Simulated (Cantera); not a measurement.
A closed system holds: 1 mol Si₃N₄, 0.31 mol O₂, at 1498.15 K and 1330 Pa.

Equilibrium computed with Cantera from the NASA thermochemical tables; the gas is ideal and each condensed phase is pure. Candidate condensed phases: Si, SiO₂, Si₂N₂O, Si₃N₄; 16 gas species. Mutual solubility and eutectic melting of coexisting phases are not modelled. Rates play no part.

Q: What is the equilibrium state?

A: 
```json
{
  "x(N₂)": "1.000",
  "x(SiO)": "9.36e-6",
  "n(Si₂N₂O(s))": "0.620 mol",
  "n(Si₃N₄(s))": "0.587 mol",
  "gas_amount": "0.2067 mol",
  "log10 activity of Si(s) (absent)": "-1.64"
}
```
